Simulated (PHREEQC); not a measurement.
0.034 g of hydrous ferric oxide (600 m²/g; 0.2 weak and 0.005 strong sites per Fe, Dzombak-Morel constants, diffuse double layer) in 1 kg of water with 0.3 mol/kgw of an inert sodium salt and 2e-05 mol PbCl2, at 25 °C; the pH is set by adding NaOH or the inert anion's acid. O2 is buffered at 0.21 atm. No CO2 enters from the air. Precipitation was switched off in this run.

Equilibrium calculation in PHREEQC: ion-association model, wateq4f.dat.

| pH | Pb sorbed (%) | surface charge σ (C/m²) | surface potential ψ (mV) |
|---|---|---|---|
| 3 | 0.1 | 0.368 | 126 |
| 3.5 | 1.1 | 0.363 | 125 |
| 4 | 5.2 | 0.349 | 123 |
| 4.5 | 8.9 | 0.319 | 118 |
| 5 | 10.9 | 0.271 | 110 |
| 5.5 | ? | 0.215 | 99 |
| 6 | 49.5 | 0.167 | 87 |
| 6.5 | 82.6 | 0.132 | ? |
| 7 | 96.0 | 0.099 | 62 |
| 7.5 | 99.1 | 0.067 | ? |
| 8 | 99.8 | 0.038 | 29 |
| 8.5 | 99.9 | 0.011 | 9 |
| 9 | 100.0 | -0.015 | -12 |
| 9.5 | 100.0 | -0.043 | -32 |
| 10 | 100.0 | -0.074 | -51 |
| 10.5 | 99.9 | -0.108 | -66 |
| 11 | 99.4 | -0.140 | -78 |

Question: Fill in the missing entries.

Answer: 
- 5.5, Pb sorbed (%): 19.5
- 6.5, surface potential ψ (mV): 75
- 7.5, surface potential ψ (mV): 47

Along this series the solution becomes supersaturated in solids that the run did not let form, among them Pb(OH)2. The oxide is taken as insoluble; below pH 4 it would dissolve.
